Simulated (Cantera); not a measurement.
**Thermodynamics of carbon deposition, reforming and gasification, feed C3H6 + CO2**

Charge: 1 mol C3H6, 0.81 mol CO2, at 0.100 bar.

Equilibrium computed with Cantera from the NASA thermochemical tables; the gas is ideal and each condensed phase is pure. Candidate condensed phases: C, C6H6, C7H8, C8H18, H2O; 110 gas species. The numbers say what is thermodynamically allowed, not how fast it happens.

From 1352 °C to 2452 °C the condensed part is C(graphite). The main C-bearing gas is CO throughout.

```csv
T (°C),log p H2,log p CO,log p H,log p C2H2 (acetylene),log p C2H,n C(graphite)
1352,-1.19,-1.46,-4.75,-5.64,-11.61,2.19
1452,-1.19,-1.46,-4.33,-5.22,-10.56,2.19
1552,-1.19,-1.46,-3.95,-4.86,-9.63,2.19
1652,-1.19,-1.46,-3.61,-4.53,-8.80,2.19
1752,-1.19,-1.46,-3.31,-4.23,-8.05,2.18
1852,-1.19,-1.46,-3.04,-3.97,-7.37,2.18
1952,-1.20,-1.46,-2.79,-3.73,-6.75,2.17
2052,-1.21,-1.46,-2.56,-3.52,-6.19,2.16
2152,-1.22,-1.46,-2.36,-3.32,-5.68,2.14
2252,-1.23,-1.47,-2.17,-3.15,-5.21,2.12
2352,-1.25,-1.48,-2.00,-3.00,-4.78,2.09
2452,-1.29,-1.49,-1.85,-2.87,-4.39,2.05
```
log p: log10 of the partial pressure in bar; n: condensed amount in mol.
